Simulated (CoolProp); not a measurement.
CF4 (R14) at 412.36 K and 0.722 MPa flows at 0.14 m/s in a round tube of 4.6 mm bore and 0.25 µm roughness, fully developed (64/Re and Nu = 3.66 if laminar; Colebrook and Gnielinski if turbulent). Each further row changes one setting.

The numbers come from the reference Helmholtz-energy equation of state, Platzer 1990 in CoolProp. This equation is an older, rougher fit.

```json
[
 {"case": "as stated", "Reynolds number": "___", "Darcy friction factor": "___", "pressure drop (Pa/m)": "4.82", "heat-transfer coefficient (W/(m² K))": "20.2", "mass flow (kg/h)": "___"},
 {"case": "velocity 0.28 m/s", "Reynolds number": "1050", "Darcy friction factor": "0.0607", "pressure drop (Pa/m)": "___", "heat-transfer coefficient (W/(m² K))": "20.2", "mass flow (kg/h)": "___"},
 {"case": "diameter 9.2 mm", "Reynolds number": "1050", "Darcy friction factor": "0.0607", "pressure drop (Pa/m)": "___", "heat-transfer coefficient (W/(m² K))": "___", "mass flow (kg/h)": "___"}
]
```

### Question
Fill in the missing entries.

### Answer

- as stated, Reynolds number: 527
- as stated, Darcy friction factor: 0.121
- as stated, mass flow (kg/h): 0.156
- velocity 0.28 m/s, pressure drop (Pa/m): 9.63
- velocity 0.28 m/s, mass flow (kg/h): 0.312
- diameter 9.2 mm, pressure drop (Pa/m): 1.20
- diameter 9.2 mm, heat-transfer coefficient (W/(m² K)): 10.1
- diameter 9.2 mm, mass flow (kg/h): 0.624

Viscosity comes from a separate model (Huber 2003), an estimate that may be off by 10 % or more. Thermal conductivity comes from a separate model (Huber 2003), an estimate that may be off by 10 % or more.
